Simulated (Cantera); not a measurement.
**Nitride etching: BN + F₂ + N₂**

A closed system holds: 1 mol BN, 1.6 mol F₂, 5 mol N₂, held at 0.990 bar.

These are equilibrium values from Cantera (NASA tables, ideal gas, pure condensed phases), not measurements of a reactor. Candidate condensed phases: B, BN; 13 gas species. Kinetics and transport are ignored.

```
T (K)   x N₂  x BF₃      x F     x F₂     x NF₃    x NF₂
-----  -----  -----  -------  -------  --------  -------
900    0.833  0.152  0.00333   0.0103   0.00216  2.40e-7
925    0.832  0.151  0.00457   0.0107   0.00144  2.83e-7
950    0.831  0.151  0.00606   0.0107  0.000924  3.19e-7
975    0.830  0.151  0.00778   0.0103  0.000576  3.44e-7
1000   0.829  0.151  0.00971  0.00970  0.000351  3.59e-7
1025   0.828  0.151   0.0118  0.00884  0.000209  3.62e-7
1050   0.828  0.150   0.0140  0.00785  0.000122  3.54e-7
1075   0.827  0.150   0.0162  0.00680   6.98e-5  3.36e-7
1100   0.826  0.150   0.0184  0.00574   3.91e-5  3.10e-7
1125   0.825  0.150   0.0205  0.00474   2.14e-5  2.78e-7
1150   0.824  0.150   0.0223  0.00382   1.15e-5  2.43e-7
```
x: gas mole fraction; nothing condenses.

From 900 K to 1150 K nothing is condensed. The main B-bearing gas is BF₃ throughout.
